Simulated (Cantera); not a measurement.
# Thermodynamics of aluminium nitride and oxide growth, feed Al + H2O + N2

A closed system holds: 1 mol Al, 0.65 mol H2O, a varied amount of N2, equilibrated at 1900 K and 4.35 Torr.

Equilibrium computed with Cantera from the NASA thermochemical tables; the gas is ideal and each condensed phase is pure. Candidate condensed phases: Al, AlN, Al2O3, H2O; 35 gas species. Mutual solubility and eutectic melting of coexisting phases are not modelled. The tables' values for AlOH are old estimates; treat these amounts as uncertain. Condensed phases not in the tables: aluminium oxynitride. Equilibrium is a limit: real reactors are often held back by kinetics, nucleation or transport.

```csv
n(N2) (mol),x N2,x H2,x Al,x Al2O,x H,x AlH,n AlN(s),n Al2O3(s)
5.7,0.883,0.104,0.00670,0.00358,0.00335,5.78e-5,0.495,0.209
8.5,0.916,0.0706,0.00658,0.00349,0.00277,4.69e-5,0.465,0.206
13,0.941,0.0467,0.00649,0.00343,0.00225,3.76e-5,0.416,0.201
19,0.956,0.0321,0.00644,0.00340,0.00187,3.09e-5,0.350,0.194
28,0.967,0.0218,0.00640,0.00337,0.00154,2.53e-5,0.252,0.184
41,0.974,0.0148,0.00638,0.00335,0.00127,2.08e-5,0.110,0.170
61,0.981,0.00992,0.00546,0.00273,0.00104,1.46e-5,0,0.160
91,0.987,0.00662,0.00385,0.00171,0.000848,8.41e-6,0,0.164
140,0.991,0.00426,0.00263,0.00103,0.000680,4.61e-6,0,0.168
200,0.994,0.00295,0.00191,0.000674,0.000565,2.79e-6,0,0.171
300,0.996,0.00193,0.00133,0.000414,0.000457,1.56e-6,0,0.175
440,0.997,0.00129,0.000937,0.000260,0.000374,9.01e-7,0,0.178
660,0.998,0.000832,0.000645,0.000158,0.000301,4.99e-7,0,0.182
```
x: gas mole fraction; n: condensed amount in mol.

From 5.7 mol N2 to 41 mol N2 the condensed part is AlN(s) + Al2O3(s). From 61 mol N2 to 660 mol N2 the condensed part is Al2O3(s). The main Al-bearing gas is Al2O at 5.7 mol N2 and Al at 660 mol N2. The share of Al in condensed phases is highest at 5.7 mol N2 (91.4 %) and lowest at 61 mol N2 (32.0 %).
